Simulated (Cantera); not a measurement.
Feed: 1 mol B2O3, 7.3 mol H2, at 1875 K and 0.100 bar.

Equilibrium computed with Cantera from the NASA thermochemical tables; the gas is ideal and each condensed phase is pure. Candidate condensed phases: B, B2O3, B3O3H3, H2O; 23 gas species. Kinetics and transport are ignored.

Base state: H2 0.826, B2O3 0.0649, HBO2 0.0519, HBO 0.0427, B2O2 0.00733, H2O 0.00351, H 0.00188, BO 0.00160 (mole fractions); condensed: gas only.

Problem. What changes in the equilibrium state with this change: pressure from 0.100 bar to 16.0 Pa?

Solution. 
| species | before | after |
|---|---|---|
| H2 | 0.826 | 0.775 |
| HBO2 | 0.0519 | 0.0568 |
| B2O3 | 0.0649 | 0.0537 |
| H | 0.00188 | 0.0456 |
| BO | 0.00160 | 0.0293 |
| HBO | 0.0427 | 0.0302 |
| OH | 6.25e-7 | 2.34e-5 |
| BO2 | 1.12e-5 | 0.000316 |
| B2O2 | 0.00733 | 0.00393 |
